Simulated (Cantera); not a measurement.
What does this Cantera script print?

```python
import numpy as np
import cantera as ct

gas = ct.Solution("gri30.yaml")
gas.TPX = 1250, 44000, {'H2': 0.41, 'O2': 1, 'N2': 7.3, 'H2O': 0.01}
inlet = ct.Reservoir(gas, clone=True)

reactor = ct.IdealGasConstPressureReactor(gas, energy="off", clone=False)
exhaust = ct.Reservoir(gas, clone=True)
tau = [1.1, 0.48, 0.2, 0.083, 0.035, 0.014, 0.006, 0.0025, 0.001, 0.00043, 0.00018][0]
for a, b in ((inlet, reactor), (reactor, exhaust)):
    ct.MassFlowController(a, b, mdot=lambda t: reactor.mass / tau)
net = ct.ReactorNet([reactor])
show = ['H2', 'O2', 'N2O', 'H', 'NO', 'OH', 'NO2']

rows = []
print(f"{'tau/s':>10s}{'T/K':>9s}" + "".join(f"{s:>11s}" for s in show))
for tau in [1.1, 0.48, 0.2, 0.083, 0.035, 0.014, 0.006, 0.0025, 0.001, 0.00043, 0.00018]:
    net.initial_time = 0.0
    net.advance(30 * tau)
    before = gas.X
    net.advance(40 * tau)
    drift = np.max(np.abs(gas.X - before) / (gas.X + 1e-9))
    rows.append([gas.T, *gas[show].X, drift])
    print(f"{tau:10.3e}{gas.T:9.1f}" + "".join(f"{x:11.3e}" for x in gas[show].X))
```

It prints:

```
     tau/s      T/K         H2         O2        N2O          H         NO         OH        NO2
 1.100e+00   1250.0  4.085e-05  9.333e-02  6.041e-07  2.101e-06  5.209e-07  1.183e-04  5.114e-09
 4.800e-01   1250.0  7.016e-05  9.332e-02  5.483e-07  4.827e-06  3.933e-07  1.557e-04  3.173e-09
 2.000e-01   1250.0  1.234e-04  9.331e-02  4.740e-07  1.160e-05  3.015e-07  2.086e-04  1.842e-09
 8.300e-02   1250.0  2.154e-04  9.329e-02  3.951e-07  2.790e-05  2.589e-07  2.811e-04  1.118e-09
 3.500e-02   1250.0  3.680e-04  9.327e-02  3.206e-07  6.578e-05  2.712e-07  3.791e-04  7.877e-10
 1.400e-02   1250.0  6.412e-04  9.324e-02  2.493e-07  1.622e-04  3.552e-07  5.246e-04  6.460e-10
 6.000e-03   1250.0  1.059e-03  9.320e-02  1.924e-07  3.688e-04  5.145e-07  7.118e-04  5.917e-10
 2.500e-03   1250.0  1.761e-03  9.320e-02  1.435e-07  8.427e-04  7.748e-07  9.755e-04  5.525e-10
 1.000e-03   1250.0  2.973e-03  9.330e-02  1.027e-07  1.910e-03  1.125e-06  1.341e-03  4.972e-10
 4.300e-04   1250.0  4.787e-03  9.367e-02  7.328e-08  3.753e-03  1.394e-06  1.750e-03  4.139e-10
 1.800e-04   1250.0  7.818e-03  9.471e-02  4.896e-08  6.559e-03  1.362e-06  2.187e-03  2.868e-10
```

Computed with Cantera and GRI-Mech 3.0 (53 species, 325 reactions). The temperature is held fixed by assumption; the heat of reaction is taken as removed at once.
